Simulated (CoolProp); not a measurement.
The fluid at 298.15 K and 0.234 MPa expands adiabatically to 0.0215 MPa with isentropic efficiency 0.9. The same conditions are run with several fluids, on thermodynamics alone (safety and materials aside).

Values from CoolProp's reference Helmholtz-energy equation of state of each fluid (isobutene: Lemmon 2005; methane: Setzmann 1991; C2F6 (R116): Lemmon 2006; R134a: Tillner-Roth 1994).

Problem. Rank isobutene, methane, C2F6 (R116), R134a by work (kJ/kg), highest first.

Solution. methane (251), isobutene (80.9), R134a (44.8), C2F6 (R116) (34.6)

| fluid | final temperature (K) | final density (kg/m³) |
|---|---|---|
| isobutene | 237.0 | 0.621 |
| methane | 179.5 | 0.232 |
| C2F6 (R116) | 249.1 | 1.44 |
| R134a | 235.9 | 1.13 |
